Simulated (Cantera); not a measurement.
Feed: 1 mol HMDSO, 1 mol O₂, 4.1 mol NO, held at 725 °C and 27.8 Torr.

Method: chemical equilibrium by Gibbs-energy minimisation in Cantera with the NASA 1993 tables (ideal gas, pure condensed phases). Candidate condensed phases: C, C₆H₆, C₇H₈, C₈H₁₈, H₂O, Si, SiC, SiO₂, Si₂N₂O, Si₃N₄; 151 gas species. The feed counts by its element totals alone. Equilibrium is a limit: real reactors are often held back by kinetics, nucleation or transport.

Base state: H₂ 0.634, CO 0.216, N₂ 0.146, H₂O 0.00207, CH₄ 0.00145, CO₂ 0.00102 (mole fractions); condensed: C(graphite) + SiO₂(β-quartz).

What changes in the equilibrium state with this change: temperature from 725 °C to 925 °C?


```tsv
species	before	after
H₂	0.634	0.636
CO	0.216	0.219
N₂	0.146	0.145
H₂O	0.00207	0.000137
CO₂	0.00102	3.45e-5
HCN	1.53e-6	2.21e-5
CH₄	0.00145	0.000240
C(graphite), mol	2.92	2.90
SiO₂(β-quartz), mol	2.00	2.00
```
The tables hold silica as quartz up to 1696 K and as liquid above; real silica turns to tridymite and cristobalite and melts near 1996 K.

What changes in the equilibrium state with this change: temperature from 725 °C to 1527 °C?


```
species               before    after
-------------------  -------  -------
H₂                     0.634    0.495
CO                     0.216    0.305
N₂                     0.146    0.113
SiO                    <1e-9   0.0854
H                    8.90e-9  0.00131
Si                     <1e-9  1.47e-5
C(graphite), mol        2.92        0
SiO₂(β-quartz), mol     2.00        0
SiC(s), mol                0    0.448
```

What changes in the equilibrium state with this change: O₂ from 1 to 0.11 mol?


| species | before | after |
|---|---|---|
| H₂ | 0.634 | 0.725 |
| N₂ | 0.146 | 0.166 |
| CO | 0.216 | 0.105 |
| CO₂ | 0.00102 | 0.000243 |
| H₂O | 0.00207 | 0.00115 |
| C(graphite), mol | 2.92 | 4.67 |
| SiO₂(β-quartz), mol | 2.00 | 2.00 |
